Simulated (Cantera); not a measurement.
Charge: 1 mol B2O3, 0.22 mol O2, a varied amount of H2O, held at 1948.15 K and 940 Pa.

Equilibrium computed with Cantera from the NASA thermochemical tables; the gas is ideal and each condensed phase is pure. Candidate condensed phases: B, B2O3, B3O3H3, H2O; 23 gas species. Rates play no part.

x: gas mole fraction; nothing condenses.

```
n(H2O) (mol)    x H2O   x B2O3  x HBO2    x O2    x BO2      x H2
------------  -------  -------  ------  ------  -------  --------
0.15          0.00654    0.598   0.202   0.146   0.0442   3.40e-5
0.24           0.0159    0.511   0.291   0.138   0.0402   8.53e-5
0.39           0.0385    0.398   0.399   0.125   0.0346  0.000216
0.63           0.0865    0.273   0.496   0.109   0.0278  0.000521
1               0.171    0.165   0.543  0.0918   0.0206   0.00113
1.6                 …        …   0.518       …        …         …
2.6                 …        …       …       …        …         …
4.2             0.595   0.0172   0.326  0.0397  0.00540   0.00595
6.8             0.713  0.00712   0.230  0.0285  0.00320   0.00841
11              0.799  0.00287   0.155  0.0208  0.00188    0.0110
```

Q: Some entries are withheld; supply them.

A: 
- 2.6, x H2O: 0.452
- 2.6, x B2O3: 0.0396
- 2.6, x HBO2: 0.432
- 2.6, x O2: 0.0546
- 2.6, x BO2: 0.00888
- 2.6, x H2: 0.00385
- 1.6, x H2O: 0.299
- 1.6, x B2O3: 0.0861
- 1.6, x O2: 0.0729
- 1.6, x BO2: 0.0141
- 1.6, x H2: 0.00220
